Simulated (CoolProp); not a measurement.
A single-stage vapour-compression cycle with dimethyl ether: evaporating at 281.15 K (dew point), condensing at 332.15 K (bubble point), superheat 8 K, subcooling 8 K, compressor efficiency 0.6, no pressure losses. Each further row changes one setting.

Values from CoolProp's reference Helmholtz-energy equation of state, Wu 2011.

```csv
case,cooling COP,pressure ratio,discharge temperature (K),refrigerating effect (kJ/kg),volumetric capacity (kJ/m³)
as stated,2.79,4.05,376.0,331,2400
evaporating temperature 286.15 K,3.20,3.44,371.5,(withheld),(withheld)
condensing temperature 327.15 K,3.17,(withheld),368.6,344,2490
subcooling 13 K,(withheld),4.05,376.0,344,2490
superheat 18 K,2.79,4.05,(withheld),347,2400
compressor efficiency 0.5,2.32,4.05,388.6,331,2400
```

Problem. Some entries are withheld; supply them.

Solution. 
- evaporating temperature 286.15 K, refrigerating effect (kJ/kg): 336
- evaporating temperature 286.15 K, volumetric capacity (kJ/m³): 2840
- condensing temperature 327.15 K, pressure ratio: 3.60
- subcooling 13 K, cooling COP: 2.89
- superheat 18 K, discharge temperature (K): 387.3
